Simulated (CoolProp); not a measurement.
Saturation properties of sulfur hexafluoride (Tc = 45.6 °C, pc = 3.755 MPa, ω = 0.210).

The numbers come from the reference Helmholtz-energy equation of state, Guder 2009 in CoolProp.

```json
[
 {"T (°C)": "-20.65", "p (MPa)": "0.6751", "liquid density (kg/m³)": "1691", "vapour density (kg/m³)": "55.20", "enthalpy of vaporisation (kJ/kg)": "96.87", "liquid cp (kJ/(kg K))": "0.9362"},
 {"T (°C)": "-17.45", "p (MPa)": "0.7479", "liquid density (kg/m³)": "1672", "vapour density (kg/m³)": "___", "enthalpy of vaporisation (kJ/kg)": "95.09", "liquid cp (kJ/(kg K))": "0.9493"},
 {"T (°C)": "-14.35", "p (MPa)": "0.8238", "liquid density (kg/m³)": "1653", "vapour density (kg/m³)": "67.51", "enthalpy of vaporisation (kJ/kg)": "93.30", "liquid cp (kJ/(kg K))": "0.9627"},
 {"T (°C)": "-11.15", "p (MPa)": "0.9080", "liquid density (kg/m³)": "1633", "vapour density (kg/m³)": "74.61", "enthalpy of vaporisation (kJ/kg)": "91.38", "liquid cp (kJ/(kg K))": "___"},
 {"T (°C)": "-7.95", "p (MPa)": "0.9984", "liquid density (kg/m³)": "1612", "vapour density (kg/m³)": "82.36", "enthalpy of vaporisation (kJ/kg)": "89.38", "liquid cp (kJ/(kg K))": "___"},
 {"T (°C)": "-4.75", "p (MPa)": "1.095", "liquid density (kg/m³)": "1591", "vapour density (kg/m³)": "90.81", "enthalpy of vaporisation (kJ/kg)": "87.29", "liquid cp (kJ/(kg K))": "1.010"},
 {"T (°C)": "-1.55", "p (MPa)": "1.199", "liquid density (kg/m³)": "1569", "vapour density (kg/m³)": "100.0", "enthalpy of vaporisation (kJ/kg)": "85.11", "liquid cp (kJ/(kg K))": "1.029"},
 {"T (°C)": "1.65", "p (MPa)": "1.310", "liquid density (kg/m³)": "1546", "vapour density (kg/m³)": "110.1", "enthalpy of vaporisation (kJ/kg)": "___", "liquid cp (kJ/(kg K))": "1.049"},
 {"T (°C)": "4.85", "p (MPa)": "1.428", "liquid density (kg/m³)": "1522", "vapour density (kg/m³)": "121.2", "enthalpy of vaporisation (kJ/kg)": "80.44", "liquid cp (kJ/(kg K))": "1.072"},
 {"T (°C)": "8.05", "p (MPa)": "1.554", "liquid density (kg/m³)": "1498", "vapour density (kg/m³)": "___", "enthalpy of vaporisation (kJ/kg)": "77.91", "liquid cp (kJ/(kg K))": "1.097"}
]
```

Q: Fill in the missing entries.

A: 
- -17.45, vapour density (kg/m³): 61.19
- -11.15, liquid cp (kJ/(kg K)): 0.9775
- -7.95, liquid cp (kJ/(kg K)): 0.9933
- 1.65, enthalpy of vaporisation (kJ/kg): 82.83
- 8.05, vapour density (kg/m³): 133.4
